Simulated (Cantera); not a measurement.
A freely propagating, adiabatic, planar premixed flame of CH4 : C2H6 : O2 : N2 : H2O = 1 : 1.5 : 7.4 : 27.8 : 0.049 (molar parts), unburnt at 373 K and 230000 Pa; mixture-averaged transport, grid criteria slope 0.08 and curve 0.16, no radiation.

Cantera simulation using GRI-Mech 3.0 (53 species, 325 reactions); the numbers are that mechanism's predictions, not measurements. Burning velocities carry a grid error of a few per cent, more on coarse grids.

x: mole fraction of selected species; z is measured from the peak of heat release.

```csv
z (mm),T (K),u (m/s),x CH4,x C2H6,x O2,x H2,x HO2,x CH2CO
-0.577,373,0.467,0.0265,0.0397,0.196,0.000785,1.00e-7,<1e-8
-0.385,376,0.470,0.0264,0.0396,0.195,0.00216,8.51e-7,9.86e-8
-0.289,384,0.482,0.0262,0.0395,0.194,0.00386,3.97e-6,6.62e-7
-0.192,447,0.564,0.0251,0.0386,0.189,0.00735,3.54e-5,9.62e-6
-0.0962,874,1.13,0.0190,0.0280,0.151,0.0130,0.000363,0.000193
-0.0481,1318,1.73,0.0122,0.0120,0.108,0.0157,0.000339,0.000573
0,1736,2.30,0.00371,0.000634,0.0595,0.0155,0.000140,0.000576
0.0481,1907,2.52,0.000258,8.60e-7,0.0336,0.0115,2.41e-5,6.60e-5
0.0962,1970,2.59,8.54e-6,<1e-8,0.0250,0.00968,1.29e-5,2.32e-6
0.192,2045,2.67,?,<1e-8,?,?,?,<1e-8
0.385,2128,2.76,<1e-8,<1e-8,?,?,?,<1e-8
0.769,2202,2.85,<1e-8,<1e-8,0.0128,0.00556,3.05e-6,<1e-8
1.54,2255,2.91,<1e-8,<1e-8,0.0102,0.00405,1.85e-6,<1e-8
```

Problem. What belongs in the gaps?

Solution. 
- 0.192, x CH4: 1.53e-8
- 0.192, x O2: 0.0198
- 0.192, x H2: 0.00883
- 0.192, x HO2: 8.61e-6
- 0.385, x O2: 0.0160
- 0.385, x H2: 0.00739
- 0.385, x HO2: 5.29e-6
